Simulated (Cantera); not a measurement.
Ignition delay

Mixture: C3H8 : O2 : N2 = 1 : 6.58 : 24.7 (molar parts), at 1.00 bar, adiabatic and at constant volume. Ignition delay is the time to a rise of 400 K.

Model: GRI-Mech 3.0 (53 species, 325 reactions), integrated in Cantera. GRI-Mech 3.0 was tuned for natural gas; its chemistry of propane as a main component is partial and can be far from experiment.

| T0 (K) | delay (ms) |
|---|---|
| 1225 | 3.45 |
| 1300 | 0.887 |
| 1375 | 0.286 |
| 1450 | 0.114 |
| 1525 | 0.0547 |

- apparent activation energy between 1375 and 1525 K = 190 kJ/mol
